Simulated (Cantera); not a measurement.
Cantera run, input and output.

```python
import numpy as np
import cantera as ct

gas = ct.Solution("gri30.yaml")
gas.TPX = 1875, 2100, {'NO': 1, 'N2': 0.26}
reactor = ct.IdealGasConstPressureReactor(gas, energy="off", clone=False)
net = ct.ReactorNet([reactor])
net.rtol, net.atol = 1e-08, 1e-18
show = ['NO', 'O2', 'N2', 'N2O', 'NO2', 'O']
times = np.geomspace(2e-06, 60, 10)

steps = ct.SolutionArray(gas, extra=["t"])
rows = []
print(f"{'t/s':>10s}{'T/K':>9s}{'P/Pa':>11s}" + "".join(f"{s:>11s}" for s in show))
for t in times:
    while net.time < t:
        t_next = net.step()
        steps.append(gas.state, t=t_next)
    rows.append([np.interp(t, steps.t, y) for y in (steps.T, steps.P, *steps(*show).X.T)])
    print(f"{t:10.3e}{rows[-1][0]:9.1f}{rows[-1][1]:11.4g}" + "".join(f"{x:11.3e}" for x in rows[-1][2:]))
rate = np.gradient(steps.T, steps.t)
print("integrator steps:", len(steps.t))
if steps.T.max() > steps.T[0] + 200:
    print(f"time of steepest temperature rise: {steps.t[rate.argmax()]:.4e} s")
gas.TPX = 1875, 2100, {'NO': 1, 'N2': 0.26}
gas.equilibrate("TP")
print(f"equilibrium (TP): T = {gas.T:.1f} K  " + "  ".join(f"{s} {gas[s].X[0]:.3e}" for s in show))
```

It prints:

```
       t/s      T/K       P/Pa         NO         O2         N2        N2O        NO2          O
 2.000e-06   1875.0       2100  7.937e-01  1.548e-13  2.063e-01  1.167e-08  4.326e-13  1.167e-08
 1.355e-05   1875.0       2100  7.937e-01  7.123e-12  2.063e-01  7.905e-08  1.990e-11  7.905e-08
 9.175e-05   1875.0       2100  7.936e-01  3.269e-10  2.063e-01  5.349e-07  9.102e-10  5.351e-07
 6.214e-04   1875.0       2100  7.936e-01  1.501e-08  2.063e-01  3.603e-06  4.084e-08  3.610e-06
 4.209e-03   1875.0       2100  7.936e-01  7.054e-07  2.064e-01  2.347e-05  1.593e-06  2.399e-05
 2.851e-02   1875.0       2100  7.932e-01  4.957e-05  2.064e-01  1.215e-04  2.404e-05  1.425e-04
 1.931e-01   1875.0       2100  7.904e-01  1.332e-03  2.077e-01  2.225e-04  3.874e-05  2.489e-04
 1.308e+00   1875.0       2100  7.708e-01  1.111e-02  2.175e-01  2.046e-04  5.755e-05  3.043e-04
 8.858e+00   1875.0       2100  6.341e-01  7.926e-02  2.858e-01  1.199e-04  1.157e-04  5.336e-04
 6.000e+01   1875.0       2100  1.405e-01  3.258e-01  5.326e-01  4.736e-06  5.433e-05  9.623e-04
integrator steps: 757
equilibrium (TP): T = 1875.0 K  NO 6.360e-03  O2 3.929e-01  N2 5.997e-01  N2O 4.575e-08  NO2 2.716e-06  O 1.047e-03
```

Model: GRI-Mech 3.0 (53 species, 325 reactions), integrated in Cantera. Radical loss at walls, strong at low pressure, is not modelled.
